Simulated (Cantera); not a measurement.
Low-pressure radical oxidation in H2/O2

An isothermal, constant-pressure homogeneous reactor starts with 4.12 % H₂, 95.9 % O₂, at 975 K and 10.00 Torr.

Cantera simulation using the H2/O2 subset of GRI-Mech 3.0, which has no nitrogen chemistry; the numbers are that mechanism's predictions, not measurements. Radical loss at walls, strong at low pressure, is not modelled. The temperature is held fixed by assumption; the heat of reaction is taken as removed at once.

```json
[
 {"t (s)": "1.00e-5", "x H₂": "0.0412", "x O₂": "0.959", "x H₂O₂": "<1e-12", "x O": "<1e-12", "x HO₂": "1.90e-12"},
 {"t (s)": "6.88e-5", "x H₂": "0.0412", "x O₂": "0.959", "x H₂O₂": "<1e-12", "x O": "2.43e-12", "x HO₂": "1.31e-11"},
 {"t (s)": "0.000473", "x H₂": "0.0412", "x O₂": "0.959", "x H₂O₂": "<1e-12", "x O": "8.56e-11", "x HO₂": "9.17e-11"},
 {"t (s)": "0.00325", "x H₂": "0.0412", "x O₂": "0.959", "x H₂O₂": "<1e-12", "x O": "1.03e-7", "x HO₂": "3.35e-9"},
 {"t (s)": "0.0224", "x H₂": "0.000551", "x O₂": "0.947", "x H₂O₂": "9.25e-8", "x O": "0.00920", "x HO₂": "6.15e-6"},
 {"t (s)": "0.154", "x H₂": "1.72e-5", "x O₂": "0.957", "x H₂O₂": "5.91e-8", "x O": "0.000369", "x HO₂": "1.51e-6"},
 {"t (s)": "1.06", "x H₂": "3.79e-7", "x O₂": "0.958", "x H₂O₂": "1.84e-8", "x O": "1.01e-5", "x HO₂": "1.20e-7"},
 {"t (s)": "7.27", "x H₂": "1.65e-8", "x O₂": "0.958", "x H₂O₂": "3.48e-9", "x O": "5.72e-7", "x HO₂": "9.04e-9"},
 {"t (s)": "50.0", "x H₂": "1.45e-9", "x O₂": "0.958", "x H₂O₂": "5.90e-10", "x O": "5.62e-8", "x HO₂": "1.01e-9"}
]
```
x: mole fraction; the columns are a selection and need not sum to one.

Equilibrium at this temperature and pressure: H₂ 1.53e-11, O₂ 0.958, H₂O₂ 9.65e-12, O 6.16e-10, HO₂ 4.25e-10 (gas phase only).
